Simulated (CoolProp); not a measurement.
Saturation properties of octamethylcyclotetrasiloxane (D4).

Values from CoolProp's reference Helmholtz-energy equation of state, Thol 2015.

| T (°C) | p (MPa) | vapour density (kg/m³) | enthalpy of vaporisation (kJ/kg) | surface tension (mN/m) |
|---|---|---|---|---|
| 73.65 | 0.002640 | 0.2729 | 167.9 | 14.4 |
| 82.65 | 0.004081 | 0.4120 | 164.7 | 13.8 |
| 91.55 | 0.006105 | 0.6028 | 161.6 | 13.1 |
| 100.45 | 0.008904 | 0.8610 | 158.5 | 12.5 |
| 109.45 | 0.01274 | 1.207 | 155.3 | 11.9 |
| 118.35 | 0.01777 | 1.654 | 152.2 | 11.2 |
| 127.35 | 0.02438 | 2.232 | 149.0 | 10.6 |
| 136.25 | 0.03276 | 2.953 | 145.8 | 10.0 |
| 145.25 | 0.04342 | 3.861 | 142.5 | 9.40 |
| 154.15 | 0.05651 | 4.967 | 139.2 | 8.80 |

It boils at 175.7 °C under 1 atm.

Surface tension comes from a separate correlation (Mulero 2014), older than this fluid's equation and unchecked against measurements.
